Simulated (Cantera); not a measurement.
An isothermal, constant-pressure homogeneous reactor starts with CO : O2 : H2O : N2 = 0.0019 : 0.021 : 0.00066 : 1 (molar parts), equivalence ratio 0.045, at 1050 K and 383 Torr.

Model: GRI-Mech 3.0 (53 species, 325 reactions), integrated in Cantera.

x: mole fraction; the columns are a selection and need not sum to one.

```json
[
 {"t (s)": "4.00e-5", "x CO": "0.00186", "x O2": "0.0205", "x H2O": "0.000645", "x CO2": "2.50e-12", "x O": "2.50e-12"},
 {"t (s)": "0.000137", "x CO": "0.00186", "x O2": "0.0205", "x H2O": "0.000645", "x CO2": "8.57e-12", "x O": "8.54e-12"},
 {"t (s)": "0.000468", "x CO": "0.00186", "x O2": "0.0205", "x H2O": "0.000645", "x CO2": "2.94e-11", "x O": "2.91e-11"},
 {"t (s)": "0.00160", "x CO": "0.00186", "x O2": "0.0205", "x H2O": "0.000645", "x CO2": "1.04e-10", "x O": "9.98e-11"},
 {"t (s)": "0.00548", "x CO": "0.00186", "x O2": "0.0205", "x H2O": "0.000645", "x CO2": "4.26e-10", "x O": "3.68e-10"},
 {"t (s)": "0.0187", "x CO": "0.00186", "x O2": "0.0205", "x H2O": "0.000645", "x CO2": "3.10e-9", "x O": "2.01e-9"},
 {"t (s)": "0.0641", "x CO": "0.00186", "x O2": "0.0205", "x H2O": "0.000645", "x CO2": "1.67e-7", "x O": "8.05e-8"},
 {"t (s)": "0.219", "x CO": "0.00124", "x O2": "0.0202", "x H2O": "0.000641", "x CO2": "0.000617", "x O": "2.03e-5"},
 {"t (s)": "0.750", "x CO": "(withheld)", "x O2": "0.0197", "x H2O": "0.000644", "x CO2": "(withheld)", "x O": "(withheld)"},
 {"t (s)": "2.56", "x CO": "3.15e-5", "x O2": "0.0196", "x H2O": "0.000645", "x CO2": "0.00183", "x O": "5.34e-7"},
 {"t (s)": "8.77", "x CO": "1.88e-6", "x O2": "0.0196", "x H2O": "0.000645", "x CO2": "0.00186", "x O": "3.60e-8"},
 {"t (s)": "30.0", "x CO": "7.32e-8", "x O2": "0.0196", "x H2O": "0.000645", "x CO2": "0.00186", "x O": "2.95e-9"}
]
```

Question: Some entries are withheld; supply them.

Answer: 
- 0.750, x CO: 0.000284
- 0.750, x CO2: 0.00157
- 0.750, x O: 4.69e-6
